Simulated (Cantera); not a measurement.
Input: 1 mol Si, 8.1 mol Cl2, 94 mol N2, equilibrated at 598.15 K and 0.000820 bar.

Equilibrium computed with Cantera from the NASA thermochemical tables; the gas is ideal and each condensed phase is pure. Candidate condensed phases: Si, Si3N4; 13 gas species. Kinetics and transport are ignored.

Base state: N2 0.930, Cl2 0.0603, SiCl4 0.00989 (mole fractions); condensed: gas only.

Task: What changes in the equilibrium state with this change: temperature from 598.15 K to 1048 K?

Result: 
| species | before | after |
|---|---|---|
| N2 | 0.930 | 0.927 |
| Cl2 | 0.0603 | 0.0569 |
| SiCl4 | 0.00989 | 0.00986 |
| Cl | 1.55e-7 | 0.00642 |
